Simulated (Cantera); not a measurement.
Mixture: CH₄ : O₂ : N₂ : H₂O = 1 : 2.5 : 9.4 : 3.5 (molar parts), at 9.67 atm, adiabatic and at constant volume. Ignition delay is the time to a rise of 400 K.

Detailed kinetics in Cantera: GRI-Mech 3.0 (53 species, 325 reactions).

Problem. What does this change do: CH4 1 to 2.3 parts?

Solution. 
```json
[
 {"quantity": "delay at 1100 K", "before": "17.9 ms", "after": "24.5 ms"},
 {"quantity": "delay at 1300 K", "before": "1.63 ms", "after": "2.49 ms"},
 {"quantity": "delay at 1500 K", "before": "0.233 ms", "after": "0.350 ms"},
 {"quantity": "delay at 1700 K", "before": "38.8 µs", "after": "52.9 µs"},
 {"quantity": "delay at 1900 K", "before": "8.71 µs", "after": "10.8 µs"},
 {"quantity": "apparent activation energy between 1700 and 1900 K", "before": "200 kJ/mol", "after": "210 kJ/mol"}
]
```

Problem. What does this change do: 0.12 parts H2 added?

Solution. 
```csv
quantity,before,after
delay at 1100 K,17.9 ms,4.80 ms
delay at 1300 K,1.63 ms,0.605 ms
delay at 1500 K,0.233 ms,0.128 ms
delay at 1700 K,38.8 µs,28.1 µs
delay at 1900 K,8.71 µs,7.36 µs
apparent activation energy between 1700 and 1900 K,200 kJ/mol,180 kJ/mol
```
